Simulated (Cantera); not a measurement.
Cantera run, input and output.

```python
import numpy as np
import cantera as ct

gas = ct.Solution("gri30.yaml")
gas.TPX = 675, 61000, {'CH4': 1, 'O2': 1.82, 'N2': 5.09, 'H2': 0.3}
flame = ct.FreeFlame(gas, width=0.057)
flame.set_refine_criteria(ratio=3, slope=0.08, curve=0.16)
flame.transport_model = "mixture-averaged"
flame.solve(loglevel=0, auto=True)
z, T = flame.grid, flame.T
thick = (T[-1] - T[0]) / np.gradient(T, z).max()
show = ['CH4', 'O2', 'C2H6', 'H2O2', 'HO2', 'H2O']
print(f"laminar burning velocity  {flame.velocity[0] * 100:.3f} cm/s")
print(f"burnt temperature         {T[-1]:.1f} K")
print(f"thermal thickness         {thick * 1e3:.4f} mm")
print(f"grid points               {len(z)}")
z0 = z[flame.heat_release_rate.argmax()]
print(f"{'z/mm':>9s}{'T/K':>9s}{'u/(m/s)':>9s}" + "".join(f"{s:>11s}" for s in show))
rows = []
for k in (-3, -2, -1.5, -1, -0.5, -0.25, 0, 0.25, 0.5, 1, 2, 4, 8):
    zz = z0 + k * thick
    rows.append([k * thick, np.interp(zz, z, T), np.interp(zz, z, flame.velocity),
                 *(np.interp(zz, z, flame.X[gas.species_index(s)]) for s in show)])
    print(f"{rows[-1][0] * 1e3:9.3f}{rows[-1][1]:9.1f}{rows[-1][2]:9.3f}" + "".join(f"{x:11.3e}" for x in rows[-1][3:]))
```

Output:

```
laminar burning velocity  288.812 cm/s
burnt temperature         2559.7 K
thermal thickness         0.3536 mm
grid points               151
     z/mm      T/K  u/(m/s)        CH4         O2       C2H6       H2O2        HO2        H2O
   -1.061    675.0    2.890  1.217e-01  2.216e-01  7.445e-09  2.656e-09  2.280e-07  6.954e-06
   -0.707    675.8    2.897  1.215e-01  2.213e-01  3.452e-07  6.734e-08  4.965e-06  1.222e-04
   -0.530    680.7    2.923  1.209e-01  2.206e-01  4.237e-06  4.636e-07  2.712e-05  7.518e-04
   -0.354    729.2    3.150  1.172e-01  2.169e-01  9.165e-05  2.599e-06  9.890e-05  6.522e-03
   -0.177   1125.7    4.955  8.766e-02  1.848e-01  1.369e-03  6.462e-06  1.396e-04  5.151e-02
   -0.088   1567.8    7.023  4.905e-02  1.362e-01  1.162e-03  5.072e-06  2.337e-04  1.047e-01
    0.000   1978.4    9.002  1.414e-02  7.886e-02  1.180e-04  2.461e-06  1.395e-04  1.588e-01
    0.088   2181.7    9.988  1.916e-03  4.089e-02  1.673e-06  6.004e-07  2.663e-05  1.901e-01
    0.177   2237.8   10.244  1.541e-04  2.385e-02  1.012e-08  1.816e-07  5.503e-06  2.016e-01
    0.354   2265.8   10.332  7.036e-07  1.474e-02  3.103e-13  1.353e-07  2.828e-06  2.046e-01
    0.707   2295.7   10.424  1.483e-10  1.233e-02  1.951e-19  1.236e-07  2.440e-06  2.042e-01
    1.414   2336.9   10.575  5.555e-14  1.109e-02  4.831e-24  1.140e-07  2.203e-06  2.069e-01
    2.828   2395.8   10.795  2.780e-15  9.520e-03  3.172e-29  1.049e-07  1.941e-06  2.118e-01
```

Cantera simulation using GRI-Mech 3.0 (53 species, 325 reactions); the numbers are that mechanism's predictions, not measurements. Burning velocities carry a grid error of a few per cent, more on coarse grids.
